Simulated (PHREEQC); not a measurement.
Metal-bearing waste water

Solution (25 °C): 0.0036 mol Pb(NO3)2, 0.00044 mol CaCl2, 5.3e-05 mol HCl and 5.6e-05 mol NaCl per kg of water. Closed to the air; pH follows from the charge balance.

All values are PHREEQC results (ion-association model, phreeqc.dat), not measurements.

```
Property                       Value
--------------------  --------------
pH                              4.31
ionic strength        0.0116 mol/kgw
specific conductance       994 µS/cm
total alkalinity      -0.0530 meq/kg
```

| species | molality | activity | log γ |
|---|---|---|---|
| NO3- | 0.00698 | 0.00623 | -0.050 |
| Pb+2 | 0.00330 | 0.00213 | -0.192 |
| Cl- | 0.000912 | 0.000815 | -0.049 |
| Ca+2 | 0.000440 | 0.000287 | -0.185 |
| PbNO3+ | 0.000218 | 0.000196 | -0.048 |
| PbCl+ | 7.70e-5 | 6.90e-5 | -0.048 |
| Na+ | 5.60e-5 | 5.02e-5 | -0.047 |
| H+ | 5.40e-5 | 4.91e-5 | -0.042 |
| PbOH+ | 9.42e-7 | 8.44e-7 | -0.048 |
| Pb2OH+3 | 1.08e-7 | 4.01e-8 | -0.431 |
| PbCl2 | 8.89e-8 | 8.92e-8 | 0.001 |

No solid was allowed to form.
